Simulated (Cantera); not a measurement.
An isothermal, constant-pressure homogeneous reactor starts with NO : N₂ = 1 : 1.5 (molar parts), at 2098 K and 2670 Pa.

Cantera simulation using GRI-Mech 3.0 (53 species, 325 reactions); the numbers are that mechanism's predictions, not measurements. Radical loss at walls, strong at low pressure, is not modelled.

x: mole fraction; the columns are a selection and need not sum to one.

```csv
t (s),x NO,x NO₂,x N₂,x O₂,x O,x N₂O
0.000200,0.400,3.83e-9,0.600,4.99e-9,1.97e-6,1.93e-6
0.000928,0.400,7.02e-8,0.600,1.11e-7,9.49e-6,8.57e-6
0.00431,0.400,8.70e-7,0.600,2.68e-6,5.04e-5,3.26e-5
0.0200,0.399,5.73e-6,0.600,7.84e-5,0.000292,6.96e-5
0.0928,0.396,1.42e-5,0.602,0.00164,0.000881,6.35e-5
0.431,0.372,2.35e-5,0.614,0.0134,0.00132,5.09e-5
2.00,0.242,3.49e-5,0.678,0.0772,0.00247,1.77e-5
9.28,[?],[?],0.785,0.184,0.00363,[?]
43.1,0.00957,2.21e-6,0.794,0.193,0.00371,8.76e-8
200,0.00956,2.20e-6,0.794,0.193,0.00371,8.76e-8
```

### Question
Some entries are withheld; supply them.

### Answer

- 9.28, x NO: 0.0274
- 9.28, x NO₂: 6.16e-6
- 9.28, x N₂O: 2.52e-7
